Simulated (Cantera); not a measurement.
Charge: 1 mol Cu₂O, 8.2 mol CO, 4.2 mol N₂, held at 1948 K and 1.33 mbar.

Method: chemical equilibrium by Gibbs-energy minimisation in Cantera with the NASA 1993 tables (ideal gas, pure condensed phases). Candidate condensed phases: C, Cu, CuO, Cu₂O; 27 gas species. Equilibrium is a limit: real reactors are often held back by kinetics, nucleation or transport.

Base state: CO 0.500, N₂ 0.292, Cu 0.139, CO₂ 0.0694, O 3.91e-5, Cu₂ 3.38e-5, NO 2.82e-5, O₂ 1.03e-5 (mole fractions); condensed: gas only.

**Question.** What changes in the equilibrium state with this change: pressure from 1.33 mbar to 0.133 bar?

**Answer.** 
```csv
species,before,after
CO,0.500,0.569
N₂,0.292,0.332
CO₂,0.0694,0.0791
Cu,0.139,0.0197
O,3.91e-5,3.92e-7
O₂,1.03e-5,1.04e-7
"Cu(l), mol",0,1.75
```
